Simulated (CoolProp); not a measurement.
Vapour-liquid equilibrium of R152A (1) + isobutane (2) at 11.6 bar; x and y are mole fractions of (1).

Model: multi-fluid Helmholtz-energy mixture model, Outcalt 1996 and Bücker 2006; pair parameters Bell 2016, in CoolProp.

```tsv
x	bubble temperature (°C)	y at the bubble point	dew temperature at overall composition x (°C)	liquid density (mol/L)
0.05	67.6	0.126	70.9	8.504
0.15	59.7	0.310	66.6	8.876
0.25	54.5	0.432	62.3	9.214
0.35	51.0	0.518	58.0	9.543
0.45	48.8	0.584	53.7	9.886
0.55	47.3	0.640	49.9	10.26
0.65	46.5	0.694	47.1	10.69
0.75	46.1	0.751	46.1	11.17
0.85	46.5	0.823	46.8	11.71
0.95	48.0	0.927	48.4	12.30
```

y crosses x between x = 0.75 and 0.85: the model has an azeotrope there.

Pair parameters are fitted to limited data, so mixtures are less certain than the pure fluids.
